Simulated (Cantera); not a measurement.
A perfectly stirred reactor is fed with CH4 : C2H6 : O2 : N2 : CO2 = 1 : 0.54 : 3.93 : 14.8 : 0.032 (molar parts), at 7.40 bar; it is adiabatic with a 650 K inlet, and is followed from long to short residence time, starting on the burning branch (τ in s: 0.14, 0.057, 0.023, 0.0093, 0.0038, 0.0015, 0.00062, 0.00025, 0.0001, 4.2e-05, 1.7e-05, 6.8e-06).

Model: GRI-Mech 3.0 (53 species, 325 reactions), integrated in Cantera.

Predict: blow-out, bracketed by the residence times tried; x(CH4) at τ = 0.140 s; x(C2H6) at τ = 0.140 s; x(O2) at τ = 0.140 s; x(HO2) at τ = 0.140 s; x(HCN) at τ = 0.140 s; x(CH4) at τ = 0.620 ms; x(C2H6) at τ = 0.620 ms; x(O2) at τ = 0.620 ms; x(HO2) at τ = 0.620 ms; x(HCN) at τ = 0.620 ms.


```
Item                                                                          Result
------------------------------------------------  ----------------------------------
blow-out, bracketed by the residence times tried  burning at 17.0 µs, out at 6.80 µs
x(CH4) at τ = 0.140 s                                                        1.84e-7
x(C2H6) at τ = 0.140 s                                                       7.88e-9
x(O2) at τ = 0.140 s                                                         0.00689
x(HO2) at τ = 0.140 s                                                        2.13e-6
x(HCN) at τ = 0.140 s                                                        8.24e-8
x(CH4) at τ = 0.620 ms                                                       2.40e-5
x(C2H6) at τ = 0.620 ms                                                      1.68e-6
x(O2) at τ = 0.620 ms                                                         0.0116
x(HO2) at τ = 0.620 ms                                                       4.70e-6
x(HCN) at τ = 0.620 ms                                                       2.19e-6
```
